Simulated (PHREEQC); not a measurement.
A solution holds 130 mmol/kgw CdCl2, 10 mmol/kgw NaOH and 4.8 mmol/kgw MnSO4, at 33 °C. Closed to the air; pH follows from the charge balance.

Equilibrium calculation in PHREEQC: ion-association model, wateq4f.dat.

### Question
The ionic strength comes out as 0.160 mol/kgw. What activity coefficients do Cd(SO4)2-2, NaSO4-, Cd2OH+3, Cl-, Na+ get?

### Answer
Cd(SO4)2-2 0.32, NaSO4- 0.76, Cd2OH+3 0.078, Cl- 0.73, Na+ 0.75.

Precipitation was switched off in this run. The solution is supersaturated, for example in CdOHCl, so a real one may precipitate; this is no full list.
